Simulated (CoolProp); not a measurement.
Properties of acetone along the isotherm 276.85 °C.

The numbers come from the reference Helmholtz-energy equation of state, Lemmon 2006 in CoolProp. It is a short technical equation, of lower accuracy than the large ones.

```tsv
p (bar)	phase	Z	expansivity (1/kK)	fugacity coefficient
0.223	gas	0.9986	1.827	0.9986
0.376	gas	0.9976	1.833	0.9976
0.634	gas	0.9960	1.844	0.9960
1.07	gas	0.9932	1.862	0.9932
1.81	gas	0.9884	1.893	0.9885
3.05	gas	0.9804	1.947	0.9807
5.14	gas	0.9669	2.043	0.9676
8.68	gas	0.9436	2.219	0.9457
14.6	gas	0.9039	2.561	0.9098
24.7	gas	0.8330	3.337	0.8505
41.7	gas	0.7020	5.667	0.7558
70.4	supercritical	0.4224	22.03	0.6071
```
